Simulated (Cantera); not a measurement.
**Metals in furnace atmospheres: Pb + NH3 + N2**

Charge: 1 mol Pb, 3.6 mol NH3, a varied amount of N2, equilibrated at 0.100 bar.

Equilibrium computed with Cantera from the NASA thermochemical tables; the gas is ideal and each condensed phase is pure. Candidate condensed phases: Pb; 11 gas species. Kinetics and transport are ignored.

Stable condensed phases:

```
T in K \ n(N2) in mol
         2.8 4.6 7.5  12  20  33  55  90
   1748    A   A   A   A   A   A   A   A
   1648    A   A   A   A   A   A   A   A
   1548    A   A   A   A   A   A   A   A
   1448    A   A   A   A   A   A   A   A
   1348    B   B   B   B   A   A   A   A
   1248    B   B   B   B   B   B   B   A
   1148    B   B   B   B   B   B   B   B
   1048    B   B   B   B   B   B   B   B
    948    B   B   B   B   B   B   B   B
    848    B   B   B   B   B   B   B   B
    748    B   B   B   B   B   B   B   B
    648    B   B   B   B   B   B   B   B
```

A: gas only; B: Pb.
